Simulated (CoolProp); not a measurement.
Computed with CoolProp (reference Helmholtz-energy equation of state, Aleksandrov 2011). It is a short technical equation, of lower accuracy than the large ones.

Task: Give the vapour pressure (bar), liquid density (kg/m³), liquid cp (kJ/(kg K)), vapour Z of saturated n-undecane at 197.45, 213.65, 218.25 °C.

Result: 
```
T (°C)  p (bar)  liquid density (kg/m³)  liquid cp (kJ/(kg K))  vapour Z
------  -------  ----------------------  ---------------------  --------
197.45     1.06                     598                   2.89     0.929
213.65     1.54                     583                   2.96     0.908
218.25     1.71                     578                   2.98     0.901
```
